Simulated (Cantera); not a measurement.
Charge: 1 mol Si, 4.6 mol HBr, 0.67 mol H₂, at 650 °C and 0.100 bar.

These are equilibrium values from Cantera (NASA tables, ideal gas, pure condensed phases), not measurements of a reactor. Candidate condensed phases: Br₂, Si; 19 gas species. The tables' values for SiBr₃ are old estimates; treat these amounts as uncertain. Rates play no part.

Base state: H₂ 0.623, SiBr₄ 0.232, HBr 0.143, SiHBr₃ 0.00206, SiBr₃ 7.86e-5, SiBr₂ 1.25e-5 (mole fractions); condensed: gas only.

### Question
What changes in the equilibrium state with this change: temperature from 650 °C to 950 °C?

### Answer
| species | before | after |
|---|---|---|
| H₂ | 0.623 | 0.562 |
| HBr | 0.143 | 0.211 |
| SiBr₄ | 0.232 | 0.180 |
| SiBr₂ | 1.25e-5 | 0.0285 |
| Br | 4.81e-7 | 9.71e-5 |
| SiBr₃ | 7.86e-5 | 0.00920 |
| SiH₂Br₂ | 8.59e-6 | 0.000210 |
| SiHBr₃ | 0.00206 | 0.00891 |

### Question
What changes in the equilibrium state with this change: temperature from 650 °C to 502 °C?

### Answer
```json
[
 {"species": "H₂", "before": "0.623", "after": "0.625"},
 {"species": "SiBr₄", "before": "0.232", "after": "0.234"},
 {"species": "HBr", "before": "0.143", "after": "0.141"},
 {"species": "SiBr₂", "before": "1.25e-5", "after": "1.17e-8"},
 {"species": "SiBr₃", "before": "7.86e-5", "after": "1.09e-6"}
]
```

### Question
What changes in the equilibrium state with this change: temperature from 650 °C to 227 °C?

### Answer
| species | before | after |
|---|---|---|
| H₂ | 0.623 | 0.625 |
| SiBr₄ | 0.232 | 0.234 |
| HBr | 0.143 | 0.141 |
| SiBr₃ | 7.86e-5 | <1e-9 |
| SiBr₂ | 1.25e-5 | <1e-9 |
